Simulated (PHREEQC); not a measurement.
A PHREEQC speciation (ion-association model, phreeqc.dat) at 25 °C gives pH 1.74 and these molalities:

| species | mol/kgw |
|---|---|
| H+ | 0.0206 |
| HSO4- | 0.00738 |
| SO4-2 | 0.00662 |

### Question
What are the element totals, and what could have been dissolved in 1 kg of water to give them?

### Answer
This is not unique; one that fits is totals S(6) 0.0140 mol/kgw, from 14 mmol/kgw H2SO4.

Precipitation was switched off in this run. Species that the database lacks are ignored.
